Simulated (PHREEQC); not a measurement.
Make-up at 25 °C: 1.2 mmol/kgw HF, 42 mmol/kgw KHF2 and 1.3 mmol/kgw H3PO4. Closed to the air; pH follows from the charge balance.

All values are PHREEQC results (ion-association model, phreeqc.dat), not measurements.

- pH = 3.07
- ionic strength = 0.0430 mol/kgw
- total alkalinity = -44.5 meq/kg

```
species  molality  activity   log γ
-------  --------  --------  ------
K+         0.0420    0.0345  -0.085
HF         0.0381    0.0384   0.004
F-         0.0365    0.0300  -0.085
HF2-      0.00533   0.00442  -0.081
H2PO4-    0.00118  0.000985  -0.077
H+       0.000994  0.000855  -0.066
H3PO4    0.000123  0.000124   0.004
HPO4-2    1.48e-7   7.15e-8  -0.316
KHPO4-    5.76e-9   4.82e-9  -0.077
```

No solid was allowed to form. Complexes and solids missing from the database can't appear.
